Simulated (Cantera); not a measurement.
What does this Cantera script print?

```python
import numpy as np
import cantera as ct

gas_names = """
    C CH CH2 CH3 CH2OH CH3O CH4 CH3OH CO CO2 COOH C2 C2H CHCO,ketyl C2H2,acetylene C2H2,vinylidene
    CH2CO,ketene C2H3,vinyl CH3CO,acetyl C2H4 C2H4O,ethylen CH3CHO,ethanal CH3COOH (HCOOH)2 C2H5 C2H6
    CH3OCH3 C2H5OH C2O C3 C3H3,propargyl C3H4,allene C3H4,propyne C3H4,cyclo- C3H5,allyl C3H6,propylene
    C3H6,cyclo- C3H6O C3H7,n-propyl C3H7,i-propyl C3H8 C3H8O,1propanol C3H8O,2propanol C3O2 C4 C4H2
    C4H4,1,3-cyclo- C4H6,butadiene C4H6,2-butyne C4H6,cyclo- C4H8,1-butene C4H8,cis2-buten
    C4H8,tr2-butene C4H8,isobutene C4H8,cyclo- (CH3COOH)2 C4H9,n-butyl C4H9,i-butyl C4H9,s-butyl
    C4H9,t-butyl C4H10,isobutane C4H10,n-butane C5 C5H6,1,3cyclo- C5H8,cyclo- C5H10,1-pentene
    C5H10,cyclo- C5H11,pentyl C5H11,t-pentyl C5H12,n-pentane C5H12,i-pentane CH3C(CH3)2CH3 C6H2
    C6H5,phenyl C6H5O,phenoxy C6H6 C6H5OH,phenol C6H10,cyclo- C6H12,1-hexene C6H12,cyclo- C6H13,n-hexyl
    C7H7,benzyl C7H8 C7H8O,cresol C7H14,1-heptene C7H15,n-heptyl C7H16,n-heptane C8H8,styrene
    C8H10,ethylbenz C8H16,1-octene C8H17,n-octyl C8H18,isooctane C8H18,n-octane C9H19,n-nonyl
    C10H8,naphthale C10H21,n-decyl C12H9,o-bipheny C12H10,bipheny H HCO HO2 H2 HCHO,formaldehy HCOOH H2O
    H2O2 O OH O2 O3
""".split()
cond_names = """
    C(gr) C6H6(L) C7H8(L) C8H18(L),n-octa H2O(s) H2O(L)
""".split()


def load(file, names, dense=False):
    # The tables refer to 1 bar. Condensed volumes are neglected.
    table = {s.name: s for s in ct.Species.list_from_file(file)}
    out = []
    for n in names:
        d = dict(table[n].input_data)
        d["thermo"] = dict(d["thermo"], **{"reference-pressure": 1e5})
        if dense:
            d["equation-of-state"] = {"model": "constant-volume", "density": "1e6 g/cm^3"}
        out.append(ct.Species.from_dict(d))
    return out


gas = ct.Solution(thermo="ideal-gas", species=load("nasa_gas.yaml", gas_names))
cond = {s.name: ct.Solution(thermo="fixed-stoichiometry", species=[s], name=s.name)
        for s in load("nasa_condensed.yaml", cond_names, dense=True)}
atoms = {
    'CO2': {'C': 1, 'O': 2},
    'H2': {'H': 2},
    'O2': {'O': 2},
    'H2O': {'H': 2, 'O': 1},
}
top_T = {'C(gr)': 4500}  # K; cautious upper limits of use, not melting points


def equilibrate(T, P, feed):
    n = {}
    for name, mol in feed.items():
        for a, k in atoms[name].items():
            n[a] = n.get(a, 0.0) + k * mol
    gas.TPX = T, P, n
    mass = sum(n.values()) * gas.mean_molecular_weight
    gas.equilibrate("TP")
    valid = [c for c in cond.values() if c.min_temp <= T <= top_T.get(c.name, c.max_temp)]
    mix = ct.Mixture([(gas, mass / gas.mean_molecular_weight)] + [(c, 0.0) for c in valid])
    mix.T, mix.P = T, P
    mix.equilibrate("TP", solver="vcs", rtol=1e-11, max_steps=5000)
    return mix


results = []
feed = {'CO2': 1, 'H2': 7.4, 'O2': 5.5, 'H2O': 2.8}  # mol
T = 3198  # K
for P in [10, 200, 3900, 77000, 1500000, 30000000]:
    mix = equilibrate(T, P, feed)
    results.append((T, P, feed, dict(zip(mix.species_names, mix.species_moles))))
    x = sorted(zip(gas.X, gas.species_names), reverse=True)
    print(f"T = {T:g} K  P = {P:g} Pa  gas = {mix.phase_moles(0):.4g} mol")
    print("   x: " + "  ".join(f"{s} {v:.3e}" for v, s in x if v > 1e-05))
    print("   condensed (mol): " + ("  ".join(f"{mix.phase(i).name} {mix.phase_moles(i):.4g}"
          for i in range(1, mix.n_phases) if mix.phase_moles(i) > 1e-12) or "none"))
```

It prints:

```
T = 3198 K  P = 10 Pa  gas = 36.15 mol
   x: H 5.629e-01  O 4.081e-01  CO 2.765e-02  OH 4.907e-04  H2 4.057e-04  O2 3.632e-04
   condensed (mol): none
T = 3198 K  P = 200 Pa  gas = 35.32 mol
   x: H 5.519e-01  O 3.955e-01  CO 2.815e-02  OH 9.324e-03  H2 7.799e-03  O2 6.822e-03  H2O 3.439e-04  CO2 1.594e-04
   condensed (mol): none
T = 3198 K  P = 3900 Pa  gas = 27.08 mol
   x: H 4.026e-01  O 2.748e-01  OH 9.216e-02  H2 8.091e-02  O2 6.424e-02  H2O 4.835e-02  CO 3.429e-02  CO2 2.632e-03
   condensed (mol): none
T = 3198 K  P = 77000 Pa  gas = 16.82 mol
   x: H2O 3.801e-01  OH 1.447e-01  O2 1.247e-01  H2 1.027e-01  H 1.021e-01  O 8.618e-02  CO 4.029e-02  CO2 1.914e-02  HO2 7.358e-05
   condensed (mol): none
T = 3198 K  P = 1.5e+06 Pa  gas = 14.03 mol
   x: H2O 6.366e-01  O2 1.297e-01  OH 9.000e-02  CO2 4.856e-02  H2 3.823e-02  CO 2.271e-02  O 1.991e-02  H 1.411e-02  HO2 2.060e-04  H2O2 2.078e-05
   condensed (mol): none
T = 3198 K  P = 3e+07 Pa  gas = 13.31 mol
   x: H2O 7.326e-01  O2 1.301e-01  CO2 6.804e-02  OH 4.569e-02  H2 9.824e-03  CO 7.104e-03  O 4.459e-03  H 1.599e-03  HO2 4.684e-04  H2O2 1.071e-04
   condensed (mol): none
```

These are equilibrium values from Cantera (NASA tables, ideal gas, pure condensed phases), not measurements of a reactor. The ideal-gas law is rough above about 30 bar.
